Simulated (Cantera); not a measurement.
A closed system holds: 1 mol Ti, 1.4 mol H2, at 80.0 Pa.

These are equilibrium values from Cantera (NASA tables, ideal gas, pure condensed phases), not measurements of a reactor. Candidate condensed phases: Ti; 3 gas species. Kinetics and transport are ignored.

At 2223 K, list the 3 most abundant gas species with their mole fractions, and the condensed phases.

H2 0.646, H 0.182, Ti 0.172. Condensed: Ti(l).
